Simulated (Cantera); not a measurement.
# Transport properties of process gases

Gas mixture: 100 % O₂, at 0.0197 atm, frozen composition.

Cantera's kinetic-theory transport with the Lennard-Jones parameters of GRI-Mech 3.0, ideal gas; thermal conductivity in the multicomponent form.

```json
[
 {"T (K)": "400", "ρ (kg/m³)": "0.0192", "cp (J/kg/K)": "941.4", "μ (µPa s)": "25.6", "λ (mW/m/K)": "33.9", "Pr": "0.712", "D (cm²/s) OH": "27.0", "D (cm²/s) C₂H₂": "14.2", "D (cm²/s) H₂O": "20.2"},
 {"T (K)": "500", "ρ (kg/m³)": "0.0154", "cp (J/kg/K)": "971.4", "μ (µPa s)": "30.0", "λ (mW/m/K)": "41.1", "Pr": "0.711", "D (cm²/s) OH": "39.5", "D (cm²/s) C₂H₂": "21.1", "D (cm²/s) H₂O": "30.8"},
 {"T (K)": "600", "ρ (kg/m³)": "0.0128", "cp (J/kg/K)": "1003", "μ (µPa s)": "34.1", "λ (mW/m/K)": "48.1", "Pr": "0.710", "D (cm²/s) OH": "53.8", "D (cm²/s) C₂H₂": "28.9", "D (cm²/s) H₂O": "43.2"},
 {"T (K)": "700", "ρ (kg/m³)": "0.0110", "cp (J/kg/K)": "1031", "μ (µPa s)": "37.8", "λ (mW/m/K)": "54.9", "Pr": "0.710", "D (cm²/s) OH": "69.7", "D (cm²/s) C₂H₂": "37.7", "D (cm²/s) H₂O": "57.1"},
 {"T (K)": "800", "ρ (kg/m³)": "0.00962", "cp (J/kg/K)": "1055", "μ (µPa s)": "41.4", "λ (mW/m/K)": "61.5", "Pr": "0.710", "D (cm²/s) OH": "87.2", "D (cm²/s) C₂H₂": "47.4", "D (cm²/s) H₂O": "72.5"},
 {"T (K)": "900", "ρ (kg/m³)": "0.00855", "cp (J/kg/K)": "1074", "μ (µPa s)": "44.7", "λ (mW/m/K)": "67.7", "Pr": "0.709", "D (cm²/s) OH": "106", "D (cm²/s) C₂H₂": "57.8", "D (cm²/s) H₂O": "89.3"}
]
```
D: mixture-averaged diffusion coefficient of that species in the mixture.
